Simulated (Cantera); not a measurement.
A freely propagating, adiabatic, planar premixed flame of 8.99 % CH4, 0.306 % C2H6, 19.1 % O2, 71.6 % N2, equivalence ratio 1.00, unburnt at 323 K and 0.140 bar; mixture-averaged transport, grid criteria slope 0.08 and curve 0.16, no radiation.

Detailed kinetics in Cantera: GRI-Mech 3.0 (53 species, 325 reactions). Burning velocities carry a grid error of a few per cent, more on coarse grids.

### Question
Predict: laminar burning velocity; thermal thickness; peak x(C2H2); peak x(OH).

### Answer
* **laminar burning velocity**: 67.1 cm/s
* **thermal thickness**: 2.21 mm
* **peak x(C2H2)**: 0.000106
* **peak x(OH)**: 0.00885
